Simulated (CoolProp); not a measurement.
Properties of CHF3 (R23) at several states.

The numbers come from the reference Helmholtz-energy equation of state, Penoncello 2003 in CoolProp.

```csv
T (K),p (bar),phase,density (kg/m³),expansivity (1/kK),viscosity (µPa s),conductivity (mW/(m K))
352.5,63.1,supercritical,[?],8.626,21.0,26.8
255.8,0.585,gas,1.940,4.015,12.8,11.3
123.6,20.9,liquid,1686,1.931,[?],250
313.2,0.465,gas,1.254,3.226,15.6,14.3
360.2,16.7,gas,41.83,[?],18.0,18.9
```

Task: What belongs in the gaps?

Result: 
- 352.5, density (kg/m³): 213.5
- 123.6, viscosity (µPa s): 1660
- 360.2, expansivity (1/kK): 3.544

Viscosity comes from a separate model (Shan 2000). Thermal conductivity comes from a separate model (Shan 2000).
